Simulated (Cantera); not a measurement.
Input: 1 mol toluene, 31 mol H2, 1.3 mol N2, equilibrated at 0.00133 bar.

Cantera equilibrium calculation (NASA polynomials, part measured and part estimated; ideal gas, pure solids and liquids). Candidate condensed phases: C, C6H6, C7H8, C8H18; 92 gas species. The numbers say what is thermodynamically allowed, not how fast it happens.

Q: What share of the C ends up in condensed phases as a function of T (K), at 1375, 1475, 1575, 1675, 1775, 1875, 1975, 2075?

A: 
```csv
T (K),C condensed (%),as
1375,100.0,C(graphite)
1475,99.9,C(graphite)
1575,99.8,C(graphite)
1675,99.6,C(graphite)
1775,99.3,C(graphite)
1875,98.8,C(graphite)
1975,98.0,C(graphite)
2075,96.9,C(graphite)
```
